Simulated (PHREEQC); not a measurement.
Dissolve 0.05 mol/kgw H2S, 2.2e-07 mol/kgw H4SiO4 and 0.086 mol/kgw CaCl2 at 25 °C. Closed to the air; pH follows from the charge balance.

All values are PHREEQC results (ion-association model, phreeqc.dat), not measurements.

### Question
The ionic strength comes out as 0.258 mol/kgw. What activity coefficients do H+, Cl-, HS-, Ca+2 get?

### Answer
H+ 0.79, Cl- 0.70, HS- 0.69, Ca+2 0.30.

This is a speciation only: nothing precipitates in the calculation.
